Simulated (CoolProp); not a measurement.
Saturation properties of carbon monoxide (Tc = 132.9 K, pc = 34.98 bar, ω = 0.050).

The numbers come from the reference Helmholtz-energy equation of state, Lemmon 2006 in CoolProp. It is a short technical equation, of lower accuracy than the large ones.

```csv
T (K),p (bar),vapour density (kg/m³),liquid cp (kJ/(kg K))
102.1,6.338,24.61,2.344
104.4,7.435,28.84,2.393
106.7,8.661,33.65,2.452
109,10.03,39.13,2.523
111.2,11.47,45.08,2.605
113.5,13.13,52.18,2.710
115.8,14.96,60.34,2.843
118.1,16.97,69.78,3.016
120.3,19.06,80.31,3.237
122.6,21.44,93.34,3.564
124.9,24.04,109.2,4.071
127.2,26.86,129.4,4.980
129.4,29.80,155.6,6.978
```

It boils at 81.6 K under 1 atm.
